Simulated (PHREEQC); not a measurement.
Make-up at 50 °C: 0.069 mol CuSO4, 0.0054 mol HCl and 0.0043 mol KCl per kg of water. Closed to the air; pH follows from the charge balance.

All values are PHREEQC results (ion-association model, wateq4f.dat), not measurements.

- pH = 2.84
- ionic strength = 0.153 mol/kgw
- total alkalinity = -5.40 meq/kg

```tsv
species	molality	activity	log γ
Cu+2	0.0373	0.0127	-0.469
SO4-2	0.0342	0.0105	-0.513
CuSO4	0.0308	0.0319	0.015
Cl-	0.00878	0.00634	-0.141
K+	0.00389	0.00281	-0.141
HSO4-	0.00361	0.00266	-0.132
H+	0.00179	0.00144	-0.096
```

Precipitation was switched off in this run. Constants without temperature data keep their 25 °C values here.
